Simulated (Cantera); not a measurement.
Input: 1 mol ZrN, 8 mol H₂, equilibrated at 2725 K and 0.100 bar.

Method: chemical equilibrium by Gibbs-energy minimisation in Cantera with the NASA 1993 tables (ideal gas, pure condensed phases). Candidate condensed phases: Zr, ZrN; 11 gas species. Mutual solubility and eutectic melting of coexisting phases are not modelled. ZrN: taken at fixed stoichiometry. Condensed phases not in the tables: N, O or C dissolved in the metal. Rates play no part.

Base state: H₂ 0.821, H 0.179, N₂ 0.000457, Zr 0.000273 (mole fractions); condensed: Zr(l) + ZrN(s).

What changes in the equilibrium state with this change: ZrN replaced by TiC?


| species | before | after |
|---|---|---|
| H₂ | 0.821 | 0.819 |
| H | 0.179 | 0.179 |
| Ti | 0 | 0.00127 |
| C₂H₂ (acetylene) | 0 | 0.000608 |
| Zr | 0.000273 | 0 |
| N₂ | 0.000457 | 0 |
| C₂H | 0 | 1.47e-5 |
| Zr(l), mol | 0.00563 | 0 |
| ZrN(s), mol | 0.992 | 0 |
| TiC(s), mol | 0 | 0.989 |
TiC: taken at fixed stoichiometry. Further candidate phases: C, C₆H₆, C₇H₈, C₈H₁₈, Ti, TiC.
